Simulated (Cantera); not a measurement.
Input: 1 mol Si3N4, 0.25 mol H2O, 380 mol H2, at 1.90 bar.

Cantera equilibrium calculation (NASA polynomials, part measured and part estimated; ideal gas, pure solids and liquids). Candidate condensed phases: H2O, Si, SiO2, Si2N2O, Si3N4; 35 gas species. Mutual solubility and eutectic melting of coexisting phases are not modelled. Gases not in the tables: Si2H6 and higher silanes. Kinetics and transport are ignored.

Which condensed phases are stable at each of these points (T (K)): 1000, 1075, 1150, 1225, 1300, 1375, 1450, 1525, 1600, 1675?


```json
[
 {"T (K)": "1000", "condensed phases": "Si2N2O(s) + Si3N4(s)", "Si condensed (%)": "100.0"},
 {"T (K)": "1075", "condensed phases": "Si2N2O(s) + Si3N4(s)", "Si condensed (%)": "100.0"},
 {"T (K)": "1150", "condensed phases": "Si2N2O(s) + Si3N4(s)", "Si condensed (%)": "100.0"},
 {"T (K)": "1225", "condensed phases": "Si2N2O(s) + Si3N4(s)", "Si condensed (%)": "100.0"},
 {"T (K)": "1300", "condensed phases": "Si2N2O(s) + Si3N4(s)", "Si condensed (%)": "100.0"},
 {"T (K)": "1375", "condensed phases": "Si2N2O(s) + Si3N4(s)", "Si condensed (%)": "100.0"},
 {"T (K)": "1450", "condensed phases": "Si2N2O(s) + Si3N4(s)", "Si condensed (%)": "100.0"},
 {"T (K)": "1525", "condensed phases": "Si2N2O(s) + Si3N4(s)", "Si condensed (%)": "100.0"},
 {"T (K)": "1600", "condensed phases": "Si2N2O(s) + Si3N4(s)", "Si condensed (%)": "99.9"},
 {"T (K)": "1675", "condensed phases": "Si(s) + Si2N2O(s) + Si3N4(s)", "Si condensed (%)": "99.6"}
]
```

From 1000 K to 1600 K the condensed part is Si2N2O(s) + Si3N4(s). At 1675 K the condensed part is Si(s) + Si2N2O(s) + Si3N4(s).
